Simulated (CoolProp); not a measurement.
Vapour-liquid equilibrium of CHF3 (R23) (1) + C2F6 (R116) (2) at 2 bar; x and y are mole fractions of (1).

The numbers come from the multi-fluid Helmholtz-energy mixture model, Penoncello 2003 and Lemmon 2006; pair parameters Bell 2016 in CoolProp.

| x | bubble temperature (K) | y at the bubble point | dew temperature at overall composition x (K) | liquid density (mol/L) |
|---|---|---|---|---|
| 0.05 | 205.2 | 0.181 | 207.8 | 11.51 |
| 0.15 | 201.3 | 0.370 | 205.9 | 12.13 |
| 0.25 | 199.5 | 0.460 | 203.8 | 12.74 |
| 0.35 | 198.7 | 0.511 | 201.7 | 13.40 |
| 0.45 | 198.3 | 0.544 | 199.7 | 14.12 |
| 0.55 | 198.2 | 0.571 | 198.3 | 14.94 |
| 0.65 | 198.2 | 0.601 | 198.6 | 15.86 |
| 0.75 | 198.5 | 0.642 | 199.9 | 16.90 |
| 0.85 | 199.4 | 0.714 | 201.5 | 18.06 |
| 0.95 | 201.6 | 0.862 | 203.0 | 19.31 |

y crosses x between x = 0.55 and 0.65: the model has an azeotrope there.

The pair parameters rest on a limited set of measurements; away from them the model extrapolates.
